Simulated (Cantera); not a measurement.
A closed system holds: 1 mol V, 0.22 mol N₂, 1.8 mol H₂, held at 0.825 Torr.

Method: chemical equilibrium by Gibbs-energy minimisation in Cantera with the NASA 1993 tables (ideal gas, pure condensed phases). Candidate condensed phases: V, VN; 11 gas species. Mutual solubility and eutectic melting of coexisting phases are not modelled. VN: taken at fixed stoichiometry. Condensed phases not in the tables: V₂N, N, O or C dissolved in the metal. Kinetics and transport are ignored.

log p: log10 of the partial pressure in bar; n: condensed amount in mol.

```csv
T (K),log p H₂,log p H,log p V,log p N₂,n V(s),n VN(s),n V(l)
1350,-2.96,-7.10,-12.03,-7.97,0.560,0.440,0
1450,-2.96,-6.50,-10.66,-6.84,0.560,0.440,0
1550,-2.96,-5.98,-9.48,-5.87,0.564,0.436,0
1650,-2.96,-5.52,-8.44,-5.01,0.592,0.408,0
1750,-2.98,-5.13,-7.52,-4.26,0.752,0.248,0
1850,-3.02,-4.78,-6.71,-3.92,1.000,0,0
1950,-3.02,-4.45,-5.97,-3.93,0.998,0,0
2050,-3.04,-4.16,-5.32,-3.94,0.991,0,0
2150,-3.07,___,___,-3.95,0.963,0,0
2250,-3.13,-3.70,-4.20,-3.99,0,0,0.863
2350,-3.27,-3.54,-3.73,-4.08,0,0,0.510
2450,___,___,-3.52,-4.18,0,0,0
2550,-3.59,-3.30,-3.55,-4.21,0,0,0
2650,-3.77,-3.21,-3.58,-4.24,0,0,0
```

Question: Fill in the missing entries.

Answer: 
- 2450, log p H₂: -3.45
- 2450, log p H: -3.42
- 2150, log p H: -3.91
- 2150, log p V: -4.72
